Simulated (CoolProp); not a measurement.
The numbers come from the reference Helmholtz-energy equation of state, Lemmon 2013 in CoolProp.

For propylene, give the phase and the viscosity (µPa s), Prandtl number at 397.5 K and 2.43 bar; 397.5 K and 19.7 bar; 397.5 K and 94.8 bar.


- 397.5 K and 2.43 bar: gas; viscosity 11.4, Prandtl number 0.762
- 397.5 K and 19.7 bar: gas; viscosity 12.2, Prandtl number 0.803
- 397.5 K and 94.8 bar: supercritical; viscosity 40.3, Prandtl number 2.23

Viscosity comes from a separate model (Huber 2003), an estimate that may be off by 10 % or more. Thermal conductivity comes from a separate model (Huber 2003), an estimate that may be off by 10 % or more.
